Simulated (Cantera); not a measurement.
A closed system holds: 1 mol SiH4, 0.25 mol O3, 87 mol H2, 7.5 mol H2O, held at 0.0330 bar.

Method: chemical equilibrium by Gibbs-energy minimisation in Cantera with the NASA 1993 tables (ideal gas, pure condensed phases). Candidate condensed phases: H2O, Si, SiO2; 18 gas species. The tables hold silica as quartz up to 1696 K and as liquid above; real silica turns to tridymite and cristobalite and melts near 1996 K. Rates play no part.

### Question
Which condensed phases are stable at each of these points (T (K)): 1198, 1248, 1298, 1348, 1398, 1448, 1498, 1548, 1598, 1648, 1698, 1748, 1798?

### Answer
```json
[
 {"T (K)": "1198", "condensed phases": "SiO2(β-quartz)", "Si condensed (%)": "100.0"},
 {"T (K)": "1248", "condensed phases": "SiO2(β-quartz)", "Si condensed (%)": "100.0"},
 {"T (K)": "1298", "condensed phases": "SiO2(β-quartz)", "Si condensed (%)": "100.0"},
 {"T (K)": "1348", "condensed phases": "SiO2(β-quartz)", "Si condensed (%)": "100.0"},
 {"T (K)": "1398", "condensed phases": "SiO2(β-quartz)", "Si condensed (%)": "100.0"},
 {"T (K)": "1448", "condensed phases": "SiO2(β-quartz)", "Si condensed (%)": "100.0"},
 {"T (K)": "1498", "condensed phases": "SiO2(β-quartz)", "Si condensed (%)": "100.0"},
 {"T (K)": "1548", "condensed phases": "SiO2(β-quartz)", "Si condensed (%)": "100.0"},
 {"T (K)": "1598", "condensed phases": "SiO2(β-quartz)", "Si condensed (%)": "99.9"},
 {"T (K)": "1648", "condensed phases": "SiO2(β-quartz)", "Si condensed (%)": "99.6"},
 {"T (K)": "1698", "condensed phases": "SiO2(condensed)", "Si condensed (%)": "98.9"},
 {"T (K)": "1748", "condensed phases": "SiO2(condensed)", "Si condensed (%)": "96.8"},
 {"T (K)": "1798", "condensed phases": "SiO2(condensed)", "Si condensed (%)": "91.2"}
]
```

From 1198 K to 1648 K the condensed part is SiO2(β-quartz). From 1698 K to 1798 K the condensed part is SiO2(condensed).
